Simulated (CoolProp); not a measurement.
Properties of R11 along the isotherm 110.15 °C.

Values from CoolProp's reference Helmholtz-energy equation of state, Jacobsen 1992.

```tsv
p (bar)	phase	cv (kJ/(kg K))	speed of sound (m/s)	Joule-Thomson coefficient (K/MPa)	expansivity (1/kK)	Prandtl number
1.38	gas	0.5737	157.5	17.33	2.785	0.704
2.75	gas	0.5777	154.7	18.11	2.989	0.709
4.13	gas	0.5827	151.7	18.95	3.233	0.716
5.51	gas	0.5888	148.5	19.88	3.527	0.726
6.89	gas	0.5961	145.1	20.90	3.888	0.739
8.26	gas	0.6049	141.4	22.04	4.336	0.756
9.64	gas	0.6156	137.3	23.34	4.918	0.778
11	liquid	0.6347	456.1	0.04262	2.749	3.19
12.4	liquid	0.6345	457.9	0.03735	2.732	3.19
13.8	liquid	0.6343	459.7	0.03218	2.715	3.19
15.2	liquid	0.6342	461.5	0.02711	2.698	3.19
16.5	liquid	0.6340	463.1	0.02248	2.683	3.19
17.9	liquid	0.6338	464.8	0.01759	2.667	3.19
19.3	liquid	0.6337	466.5	0.01278	2.651	3.19
20.7	liquid	0.6335	468.2	0.008057	2.635	3.19
22	liquid	0.6334	469.8	0.003746	2.621	3.19
```

Viscosity comes from a separate model (Klein 1997), an estimate that may be off by 10 % or more. Thermal conductivity comes from a separate model (McLinden 2000), an estimate that may be off by 10 % or more.
